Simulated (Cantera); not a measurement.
Charge: 1 mol Si₂Cl₆, 5.3 mol NH₃, 19 mol N₂, equilibrated at 775 °C and 0.240 bar.

Cantera equilibrium calculation (NASA polynomials, part measured and part estimated; ideal gas, pure solids and liquids). Candidate condensed phases: NH₄Cl, Si, Si₃N₄; 28 gas species. The feed counts by its element totals alone. The numbers say what is thermodynamically allowed, not how fast it happens.

Base state: N₂ 0.655, H₂ 0.170, HCl 0.169, SiCl₄ 0.00579, SiHCl₃ 5.97e-5 (mole fractions); condensed: Si₃N₄(s).

**Question.** What changes in the equilibrium state with this change: Si₂Cl₆ replaced by SiCl₄?

**Answer.** 
```
species         before    after
-------------  -------  -------
N₂               0.655    0.679
H₂               0.170    0.195
HCl              0.169    0.124
SiCl₄          0.00579  0.00126
SiHCl₃         5.97e-5  2.03e-5
Si₃N₄(s), mol    0.606    0.320
```
